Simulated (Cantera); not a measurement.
Mixture: H₂ : O₂ : N₂ : H₂O = 1 : 0.5 : 2.35 : 0.44 (molar parts), equivalence ratio 1.0, at 1.00 bar, adiabatic and at constant pressure. Ignition delay is the time to a rise of 400 K.

Model: GRI-Mech 3.0 (53 species, 325 reactions), integrated in Cantera. Where the delays flatten at high temperature, the 400 K rule measures the pace of heat release, not the induction time.

Question: What does this change do: 0.13 parts CO2 added?

Answer: 
| quantity | before | after |
|---|---|---|
| delay at 1123 K | 0.124 ms | 0.128 ms |
| delay at 1173 K | 81.2 µs | 84.2 µs |
| delay at 1223 K | 59.4 µs | 61.8 µs |
| delay at 1273 K | 46.4 µs | 48.5 µs |
| delay at 1323 K | 38.1 µs | 40.1 µs |
| delay at 1373 K | 32.6 µs | 34.5 µs |

Question: What does this change do: constant volume in place of constant pressure?

Answer: 
| quantity | before | after |
|---|---|---|
| delay at 1123 K | 0.124 ms | 0.119 ms |
| delay at 1173 K | 81.2 µs | 77.2 µs |
| delay at 1223 K | 59.4 µs | 55.8 µs |
| delay at 1273 K | 46.4 µs | 43.0 µs |
| delay at 1323 K | 38.1 µs | 34.6 µs |
| delay at 1373 K | 32.6 µs | 28.9 µs |
